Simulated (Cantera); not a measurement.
Charge: 1 mol C2H4, 4.5 mol H2, 0.0094 mol O2, at 1875 K and 47.0 bar.

Cantera equilibrium calculation (NASA polynomials, part measured and part estimated; ideal gas, pure solids and liquids). Candidate condensed phases: C, C6H6, C7H8, C8H18, H2O; 110 gas species. The ideal-gas law is rough above about 30 bar. Kinetics and transport are ignored.

Base state: H2 0.970, CH4 0.0268, CO 0.00294, C2H2 (acetylene) 0.000307, C2H4 0.000199, H 9.41e-5, CH3 5.22e-5, H2O 2.67e-5 (mole fractions); condensed: C(graphite).

Problem. What changes in the equilibrium state with this change: temperature from 1875 K to 1398.15 K?

Solution. 
```tsv
species	before	after
H2	0.970	0.849
CH4	0.0268	0.148
CO	0.00294	0.00288
H2O	2.67e-5	0.000434
H	9.41e-5	6.37e-7
C2H2 (acetylene)	0.000307	2.08e-6
CH3	5.22e-5	2.22e-6
C2H6	8.11e-6	5.67e-5
C2H4	0.000199	7.08e-5
C(graphite), mol	1.80	1.14
```

Problem. What changes in the equilibrium state with this change: temperature from 1875 K to 1348 K?

Solution. 
```json
[
 {"species": "H2", "before": "0.970", "after": "0.815"},
 {"species": "CH4", "before": "0.0268", "after": "0.182"},
 {"species": "CO", "before": "0.00294", "after": "0.00279"},
 {"species": "H2O", "before": "2.67e-5", "after": "0.000622"},
 {"species": "C2H2 (acetylene)", "before": "0.000307", "after": "9.80e-7"},
 {"species": "H", "before": "9.41e-5", "after": "3.05e-7"},
 {"species": "CH3", "before": "5.22e-5", "after": "1.35e-6"},
 {"species": "C2H6", "before": "8.11e-6", "after": "7.07e-5"},
 {"species": "C(graphite), mol", "before": "1.80", "after": "0.981"}
]
```

Problem. What changes in the equilibrium state with this change: pressure from 47.0 bar to 2.70 bar?

Solution. 
| species | before | after |
|---|---|---|
| H2 | 0.970 | 0.995 |
| CO | 0.00294 | 0.00289 |
| CH4 | 0.0268 | 0.00162 |
| H | 9.41e-5 | 0.000398 |
| H2O | 2.67e-5 | 1.55e-6 |
| C2H4 | 0.000199 | 1.20e-5 |
| CH3 | 5.22e-5 | 1.30e-5 |
| C2H2 (acetylene) | 0.000307 | 0.000315 |
| C(graphite), mol | 1.80 | 1.97 |
